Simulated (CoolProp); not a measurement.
Computed with CoolProp (reference Helmholtz-energy equation of state, Thol 2021).

Task: For chlorine, give the phase and the density (kg/m³), speed of sound (m/s), Joule-Thomson coefficient (K/MPa), expansivity (1/kK) at 154.45 °C and 4090 kPa; 154.45 °C and 8190 kPa.

Result: 
- 154.45 °C and 4090 kPa: gas; density 99.5, speed of sound 229, Joule-Thomson coefficient 12.5, expansivity 4.46
- 154.45 °C and 8190 kPa: supercritical; density 337, speed of sound 185, Joule-Thomson coefficient 11.2, expansivity 32.2
